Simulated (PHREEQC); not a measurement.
PHREEQC input (ion-association model, wateq4f.dat):

```
SOLUTION_MASTER_SPECIES
  An  An-  0  An  62.0  # stands for a non-complexing anion
SOLUTION_SPECIES
  An- = An-
    -log_k 0
    -gamma 3.0 0
PHASES
  Fix_H+
    H+ = H+
    -log_k 0
SOLUTION 1
  temp 25
  units mmol/kgw
  pH 7 charge
  S(6) 4.4e-05
  Ag 8.8e-05
  Na 50
  An 50
END
SELECTED_OUTPUT 1
  -reset false
  -pH true
  -pe true
  -ionic_strength true
  -water true
  -totals Ag Na S S(-2) S(6)
  -molalities Hfo_wOH Hfo_wOH2+ Hfo_wO- Hfo_sOH Hfo_sOH2+ Hfo_sO- Hfo_wSO4- Hfo_wOHSO4-2 Hfo_sOAg Hfo_wOAg
  -saturation_indices Ag2O Ag2SO4 Mirabilite
USER_PUNCH 1
  -headings sigma psi
  10 PUNCH EDL("sigma", "Hfo"), EDL("psi", "Hfo")
PRINT
  -reset false
USE solution 1
SURFACE 1
  Hfo_wOH 2.69663e-05 600 0.012
  Hfo_sOH 6.74157e-07
EQUILIBRIUM_PHASES 1
  Fix_H+ -4 HAn 10
    -force_equality true
  O2(g) -0.68 10
END
# ... the last block is repeated for the other 16 points of pH, with NaOH or the acid as the point needs
```

Selected output (columns that matter, 15 of 17 rows; pH added in front):

```
pH	mu	Ag	Na	S	m_Hfo_wOH	m_Hfo_wOH2+	m_Hfo_wO-	m_Hfo_sOH	m_Hfo_sOH2+	m_Hfo_sO-	si_Ag2O	si_Mirabilite	sigma	psi
4	0.050128	8.7998e-08	0.05	3.899e-09	5.4848e-06	2.1409e-05	3.2189e-08	1.3732e-07	5.3603e-07	8.0593e-10	-18.863	-10.459	0.29295	0.15964
4.38	0.050058	8.7993e-08	0.05	6.1661e-09	8.3869e-06	1.8454e-05	8.7318e-08	2.0996e-07	4.62e-07	2.186e-09	-18.103	-10.258	0.25157	0.15188
4.75	0.050029	8.7978e-08	0.05	1.06e-08	1.1321e-05	1.5421e-05	1.9041e-07	2.8338e-07	3.8599e-07	4.766e-09	-17.363	-10.022	0.20851	0.14232
5.12	0.050015	8.7936e-08	0.05	1.8287e-08	1.4004e-05	1.2579e-05	3.5715e-07	3.504e-07	3.1476e-07	8.9363e-09	-16.623	-9.7852	0.16732	0.13112
5.88	0.050005	8.7528e-08	0.05	3.7107e-08	1.7991e-05	8.0468e-06	9.215e-07	4.4958e-07	2.0108e-07	2.3027e-08	-15.108	-9.4778	0.097711	0.10408
6.25	0.050003	8.6833e-08	0.05	4.1545e-08	1.9145e-05	6.5338e-06	1.2851e-06	4.7785e-07	1.6308e-07	3.2076e-08	-14.374	-9.4287	0.072037	0.089142
6.62	0.050002	8.5219e-08	0.05	4.3261e-08	1.9884e-05	5.4068e-06	1.6751e-06	4.9507e-07	1.3462e-07	4.1708e-08	-13.651	-9.4111	0.051239	0.07309
7	0.050001	8.1512e-08	0.05	4.3809e-08	2.0328e-05	4.5645e-06	2.0739e-06	5.0336e-07	1.1303e-07	5.1353e-08	-12.929	-9.4056	0.034201	0.055529
7.38	0.050001	7.3888e-08	0.05	4.3955e-08	2.0563e-05	3.9517e-06	2.4513e-06	5.0343e-07	9.6746e-08	6.0014e-08	-12.255	-9.4042	0.020599	0.03705
7.75	0.050001	6.1048e-08	0.05	4.3989e-08	2.067e-05	3.4982e-06	2.7979e-06	4.9632e-07	8.3998e-08	6.7182e-08	-11.681	-9.4038	0.0096108	0.018427
8.12	0.050002	4.3795e-08	0.050002	4.3998e-08	2.07e-05	3.1235e-06	3.1426e-06	4.8395e-07	7.3025e-08	7.3472e-08	-11.229	-9.4037	-0.00026205	-0.00051324
8.88	0.05001	1.3555e-08	0.050011	4.4e-08	2.0544e-05	2.4115e-06	4.0096e-06	4.5757e-07	5.371e-08	8.9302e-08	-10.728	-9.4036	-0.021894	-0.039019
9.25	0.050023	6.4876e-09	0.050025	4.4e-08	2.0299e-05	2.0409e-06	4.6252e-06	4.4686e-07	4.4929e-08	1.0182e-07	-10.629	-9.4034	-0.035396	-0.056929
9.62	0.050053	2.9753e-09	0.050055	4.4e-08	1.9848e-05	1.6513e-06	5.4655e-06	4.3439e-07	3.6139e-08	1.1961e-07	-10.568	-9.403	-0.052237	-0.073951
10	0.050126	1.3266e-09	0.050129	4.4e-08	1.9062e-05	1.2516e-06	6.6513e-06	4.1604e-07	2.7315e-08	1.4516e-07	-10.514	-9.402	-0.073946	-0.090347
```
